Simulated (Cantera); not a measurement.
Catalytic combustion on Pt

An isothermal plug-flow reactor at 550 K and 2.60 bar (inlet), inlet velocity 0.38 m/s, active area per volume 100 1/m; feed 0.278 % H2, 4.11 % O2, 95.6 % N2, equivalence ratio 0.034.

Cantera simulation using Deutschmann's 1995 Pt surface mechanism with GRI-Mech 3.0 gas chemistry; the numbers are that mechanism's predictions, not measurements. Catalytic surfaces can have several steady states; this one follows from the mechanism file's or the stated starting coverage. Mass transfer to the wall is taken as infinitely fast.

```
z (m)        x H2    x O2     x H2O  θ free Pt   θ O*    θ OH*
-------  --------  ------  --------  ---------  -----  -------
0.00014   0.00251  0.0410  0.000276     0.0952  0.893   0.0117
0.00024   0.00234  0.0409  0.000442     0.0890  0.899   0.0118
0.00043   0.00208  0.0408  0.000705     0.0793  0.909   0.0118
0.00076   0.00174  0.0406   0.00104     0.0666  0.922   0.0117
0.0014    0.00132  0.0404   0.00147     0.0508  0.938   0.0110
0.0024   0.000957  0.0403   0.00183     0.0370  0.953   0.0100
0.0043   0.000628  0.0401   0.00216     0.0244  0.967  0.00857
0.0076   0.000392  0.0400   0.00239     0.0153  0.978  0.00703
0.014    0.000227  0.0399   0.00256    0.00885  0.986  0.00548
```
x: gas mole fraction; θ: surface coverage.
